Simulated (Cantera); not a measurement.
Mixture: C3H8 : O2 : N2 : H2O = 1 : 12.2 : 45.9 : 2.1 (molar parts), equivalence ratio 0.41, at 7500 Torr, adiabatic and at constant pressure. Ignition delay is the time to a rise of 400 K.

Model: GRI-Mech 3.0 (53 species, 325 reactions), integrated in Cantera. GRI-Mech 3.0 was tuned for natural gas; its chemistry of propane as a main component is partial and can be far from experiment.

Problem. What does this change do: O2 12.2 to 9.5 parts?

Solution. 
```
quantity                                                before       after
--------------------------------------------------  ----------  ----------
delay at 1150 K                                        3.46 ms     4.25 ms
delay at 1250 K                                       0.614 ms    0.733 ms
delay at 1350 K                                       0.131 ms    0.153 ms
delay at 1450 K                                        36.0 µs     41.1 µs
apparent activation energy between 1400 and 1500 K  200 kJ/mol  210 kJ/mol
```

Problem. What does this change do: C3H8 1 to 0.74 parts?

Solution. 
```tsv
quantity	before	after
delay at 1150 K	3.46 ms	3.29 ms
delay at 1250 K	0.614 ms	0.597 ms
delay at 1350 K	0.131 ms	0.132 ms
delay at 1450 K	36.0 µs	37.9 µs
apparent activation energy between 1400 and 1500 K	200 kJ/mol	190 kJ/mol
```
